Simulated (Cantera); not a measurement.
A closed system holds: 1 mol SiHCl3, 1.8 mol N2, equilibrated at 700 °C and 1.33 mbar.

Equilibrium computed with Cantera from the NASA thermochemical tables; the gas is ideal and each condensed phase is pure. Candidate condensed phases: NH4Cl, Si, Si3N4; 28 gas species. N2 is the only nitrogen source here; it is nearly inert below about 1500 K, so the nitride shown seldom forms there in practice. The tables' values for SiCl3 are old estimates; treat these amounts as uncertain. Equilibrium is a limit: real reactors are often held back by kinetics, nucleation or transport.

Base state: N2 0.510, HCl 0.263, SiCl4 0.188, H2 0.0382, SiCl3 0.000263, SiHCl3 0.000154, SiCl2 1.05e-5 (mole fractions); condensed: Si3N4(s).

Task: What changes in the equilibrium state with this change: SiHCl3 replaced by SiH2Cl2?

Result: 
```
species          before     after
-------------  --------  --------
N2                0.510     0.416
HCl               0.263     0.376
H2               0.0382     0.138
SiCl4             0.188    0.0691
SiCl3          0.000263  0.000128
SiCl2           1.05e-5   6.82e-6
Si3N4(s), mol     0.148     0.263
```
